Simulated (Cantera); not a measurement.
A Cantera script and its output.

```python
import numpy as np
import cantera as ct

gas = ct.Solution("SiF4_NH3_mec.yaml", "gas")
gas.TPX = 2225, 2200, {'NH3': 1, 'N2': 0.95, 'H2': 0.017}
reactor = ct.IdealGasConstPressureReactor(gas, energy="off", clone=False)
net = ct.ReactorNet([reactor])
net.rtol, net.atol = 1e-08, 1e-18
show = ['NH3', 'N2H2', 'NH', 'N2H4', 'NH2']
times = np.geomspace(5e-06, 6, 13)

steps = ct.SolutionArray(gas, extra=["t"])
rows = []
print(f"{'t/s':>10s}{'T/K':>9s}{'P/Pa':>11s}" + "".join(f"{s:>11s}" for s in show))
for t in times:
    while net.time < t:
        t_next = net.step()
        steps.append(gas.state, t=t_next)
    rows.append([np.interp(t, steps.t, y) for y in (steps.T, steps.P, *steps(*show).X.T)])
    print(f"{t:10.3e}{rows[-1][0]:9.1f}{rows[-1][1]:11.4g}" + "".join(f"{x:11.3e}" for x in rows[-1][2:]))
rate = np.gradient(steps.T, steps.t)
print("integrator steps:", len(steps.t))
if steps.T.max() > steps.T[0] + 200:
    print(f"time of steepest temperature rise: {steps.t[rate.argmax()]:.4e} s")
gas.TPX = 2225, 2200, {'NH3': 1, 'N2': 0.95, 'H2': 0.017}
gas.equilibrate("TP")
print(f"equilibrium (TP): T = {gas.T:.1f} K  " + "  ".join(f"{s} {gas[s].X[0]:.3e}" for s in show))
```

Result:

```
       t/s      T/K       P/Pa        NH3       N2H2         NH       N2H4        NH2
 5.000e-06   2225.0       2200  5.084e-01  5.453e-12  1.449e-10  8.646e-14  8.293e-06
 1.605e-05   2225.0       2200  5.083e-01  2.094e-10  2.640e-09  1.704e-12  3.139e-05
 5.154e-05   2225.0       2200  5.083e-01  4.715e-09  3.927e-08  2.175e-11  1.067e-04
 1.655e-04   2225.0       2200  5.079e-01  7.234e-08  6.201e-07  2.369e-10  3.472e-04
 5.313e-04   2225.0       2200  5.069e-01  1.082e-06  7.308e-06  2.371e-09  1.094e-03
 1.706e-03   2225.0       2200  5.028e-01  9.001e-06  3.227e-05  1.511e-08  2.757e-03
 5.477e-03   2225.0       2200  4.858e-01  1.331e-05  4.870e-05  1.916e-08  3.104e-03
 1.759e-02   2225.0       2200  4.343e-01  1.123e-05  5.864e-05  1.318e-08  2.574e-03
 5.646e-02   2225.0       2200  3.096e-01  7.063e-06  6.236e-05  6.756e-09  1.843e-03
 1.813e-01   2225.0       2200  1.224e-01  2.222e-06  4.843e-05  1.683e-09  9.202e-04
 5.820e-01   2225.0       2200  1.068e-02  1.417e-07  2.063e-05  5.751e-11  1.702e-04
 1.869e+00   2225.0       2200  4.303e-06  6.031e-12  4.904e-07  5.331e-16  5.217e-07
 6.000e+00   2225.0       2200  1.166e-07  6.392e-14  3.446e-08  1.016e-18  2.276e-08
integrator steps: 1856
equilibrium (TP): T = 2225.0 K  NH3 7.482e-08  N2H2 5.526e-14  NH 2.227e-08  N2H4 4.270e-19  NH2 1.466e-08
```

Model: the gas-phase N/H chemistry of the illustrative SiF4/NH3 mechanism in the Surface Chemkin manual (1991), integrated in Cantera. Walls and surfaces, which speed up NH3 decomposition in real reactors, are not modelled.
